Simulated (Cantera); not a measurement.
A closed system holds: 1 mol N2O, 0.18 mol H2, 1.5 mol O2, held at 100 Torr.

Cantera equilibrium calculation (NASA polynomials, part measured and part estimated; ideal gas, pure solids and liquids). Candidate condensed phases: H2O; 47 gas species. Ions and electrons are included (thermal ionisation). Kinetics and transport are ignored.

log p: log10 of the partial pressure in bar; nothing condenses.

```csv
T (K),log p O,log p O2,log p N2,log p H,log p OH,log p NO,log p N,log p H2O
3000,-1.57,-1.26,-1.46,-2.50,-2.26,-2.29,-5.58,-2.68
3500,-1.15,-1.69,-1.56,-2.12,-2.58,-2.33,-4.44,-3.91
4000,-1.03,?,-1.61,-2.06,?,?,?,?
4500,-1.01,?,-1.63,-2.05,?,?,?,?
5000,-1.01,-3.72,-1.67,-2.06,-4.42,-3.00,-2.31,-8.00
```

**Question.** Complete the blanks.

**Answer.** 
- 4500, log p O2: -3.12
- 4500, log p OH: -3.88
- 4500, log p NO: -2.78
- 4500, log p N: -2.86
- 4500, log p H2O: -6.86
- 4000, log p O2: -2.41
- 4000, log p OH: -3.25
- 4000, log p NO: -2.55
- 4000, log p N: -3.56
- 4000, log p H2O: -5.48
